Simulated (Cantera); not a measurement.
Input (Python, Cantera):

```python
import numpy as np
import cantera as ct

gas = ct.Solution("gri30.yaml", transport_model="mixture-averaged")
show = ['CO2', 'NO', 'CH3']

rows = []
print(f"{'T/K':>7s}{'rho':>11s}{'cp':>10s}{'mu':>11s}{'lambda':>11s}{'Pr':>7s}" + "".join(f"{'D_' + s:>11s}" for s in show))
for T in [400, 550, 700, 850, 1000, 1150, 1300, 1450, 1600]:
    gas.TPX = T, 930, {'CO': 0.16, 'C3H8': 0.42, 'H2O': 0.73, 'C2H2': 0.11}
    Pr = gas.cp_mass * gas.viscosity / gas.thermal_conductivity
    D = [gas.mix_diff_coeffs_mole[gas.species_index(s)] for s in show]
    rows.append([gas.density, gas.cp_mass, gas.viscosity, gas.thermal_conductivity, Pr, *D])
    print(f"{T:7g}{gas.density:11.4e}{gas.cp_mass:10.1f}{gas.viscosity:11.4e}"
          f"{gas.thermal_conductivity:11.4e}{Pr:7.3f}" + "".join(f"{d:11.4e}" for d in D))
print("SI units: kg/m3, J/kg/K, Pa s, W/m/K, m2/s")
```

Output:

```
    T/K        rho        cp         mu     lambda     Pr      D_CO2       D_NO      D_CH3
    400 7.6835e-03    1916.2 1.3394e-05 3.4312e-02  0.748 2.3235e-03 3.1211e-03 3.4201e-03
    550 5.5880e-03    2251.9 1.8009e-05 5.1769e-02  0.783 4.2416e-03 5.5389e-03 6.1252e-03
    700 4.3906e-03    2537.8 2.2309e-05 7.0283e-02  0.806 6.6005e-03 8.4607e-03 9.4085e-03
    850 3.6158e-03    2776.0 2.6337e-05 8.9438e-02  0.817 9.3511e-03 1.1836e-02 1.3210e-02
   1000 3.0734e-03    2979.7 3.0131e-05 1.0888e-01  0.825 1.2459e-02 1.5631e-02 1.7488e-02
   1150 2.6725e-03    3139.3 3.3725e-05 1.2833e-01  0.825 1.5898e-02 1.9818e-02 2.2211e-02
   1300 2.3642e-03    3280.7 3.7145e-05 1.4763e-01  0.825 1.9649e-02 2.4376e-02 2.7354e-02
   1450 2.1196e-03    3405.2 4.0414e-05 1.6665e-01  0.826 2.3695e-02 2.9290e-02 3.2899e-02
   1600 1.9209e-03    3514.1 4.3549e-05 1.8530e-01  0.826 2.8024e-02 3.4545e-02 3.8828e-02
SI units: kg/m3, J/kg/K, Pa s, W/m/K, m2/s
```

Computed with Cantera and GRI-Mech 3.0 (53 species, 325 reactions). Polar gases are described roughly by these parameters. The composition is frozen, though it would react at the higher temperatures.
